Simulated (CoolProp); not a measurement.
Properties of hexamethyldisiloxane (MM) at several states (Tc = 518.7 K, pc = 1931 kPa, ω = 0.418).

Computed with CoolProp (reference Helmholtz-energy equation of state, Thol 2016).

| T (K) | p (kPa) | phase | density (kg/m³) | Joule-Thomson coefficient (K/MPa) | isothermal compressibility (1/MPa) |
|---|---|---|---|---|---|
| 335.1 | 140 | liquid | 719.8 | … | 0.003040 |
| 507.2 | 6380 | liquid | … | 0.3130 | 0.01816 |
| 398.8 | 1460 | liquid | 648.4 | -0.1539 | … |
| 467.9 | 11.7 | gas | 0.4899 | 11.38 | 85.74 |
| 608.8 | 321 | gas | 10.65 | 5.728 | 3.225 |
| 466.6 | 32 | gas | 1.351 | 11.58 | 31.52 |

Problem. Some entries are withheld; supply them.

Solution. 
- 335.1, Joule-Thomson coefficient (K/MPa): -0.3347
- 507.2, density (kg/m³): 529.4
- 398.8, isothermal compressibility (1/MPa): 0.006073
